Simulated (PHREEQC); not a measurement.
Make-up at 76 °C: 1 mol/kgw NaCl, 0.3 mol/kgw MgSO4 and 0.00014 mol/kgw H4SiO4. Closed to the air; pH follows from the charge balance.

The numbers come from PHREEQC with the Pitzer model, pitzer.dat.

Task: The ionic strength comes out as 2.20 mol/kgw. What activity coefficients do H+, HSO4-, Na+, Mg+2, Cl- get?

Result: H+ 0.71, HSO4- 0.55, Na+ 0.66, Mg+2 0.14, Cl- 0.57. Single-ion values are on the MacInnes scale.

No solid was allowed to form. In brines, pH and single-ion activities rest on the MacInnes convention. Away from 25 °C the constants follow the database's enthalpies or fits; those with neither stay at their 25 °C values.
